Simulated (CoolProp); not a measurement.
Vapour-liquid equilibrium of dimethyl ether (1) + n-butane (2) at 5.07 bar; x and y are mole fractions of (1).

Values from CoolProp's multi-fluid Helmholtz-energy mixture model, Wu 2011 and Bücker 2006; pair parameters Bell 2016.

| x | bubble temperature, mixture model (°C) | bubble temperature, Raoult's law (°C) | y, mixture model | y, Raoult's law |
|---|---|---|---|---|
| 0.05 | (withheld) | 48.4 | 0.131 | 0.109 |
| 0.125 | 41.9 | 45.1 | 0.285 | 0.250 |
| 0.2 | 37.9 | 42.0 | (withheld) | 0.369 |
| 0.275 | 34.6 | 39.1 | 0.496 | 0.472 |
| 0.35 | 31.9 | 36.5 | 0.571 | 0.560 |
| 0.425 | 29.6 | 34.1 | 0.634 | 0.637 |
| 0.5 | 27.7 | 31.8 | 0.688 | 0.705 |
| 0.575 | (withheld) | 29.7 | 0.737 | 0.765 |
| 0.65 | 24.6 | 27.7 | 0.782 | 0.817 |
| 0.725 | 23.3 | 25.8 | (withheld) | 0.865 |
| 0.8 | 22.2 | 24.1 | 0.870 | 0.907 |
| 0.875 | 21.2 | 22.4 | 0.915 | 0.945 |
| 0.95 | 20.3 | 20.8 | 0.964 | 0.979 |

Q: Complete the blanks.

A: 
- 0.05, bubble temperature, mixture model (°C): 46.9
- 0.2, y, mixture model: 0.403
- 0.575, bubble temperature, mixture model (°C): 26.0
- 0.725, y, mixture model: 0.826

The largest gap from Raoult's law is -4.6 K in bubble temperature, at x = 0.35. No azeotrope shows between x = 0.05 and 0.95.

The pair parameters rest on a limited set of measurements; away from them the model extrapolates.
